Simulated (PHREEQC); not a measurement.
Buffer: an equilibrium model

Dissolve 0.0038 mol KHCO3 and 0.024 mol Na2SO4 per kg of water at 20 °C. Closed to the air; pH follows from the charge balance.

Equilibrium calculation in PHREEQC: ion-association model, phreeqc.dat.

No solid was allowed to form.

### Question
What pH does the model give?

### Answer
pH 8.13.

### Question
In which forms is S present?

### Answer
SO4-2 91 %, NaSO4- 8.4 %, KSO4- 0.9 % of the S.

Species that the database lacks are ignored.
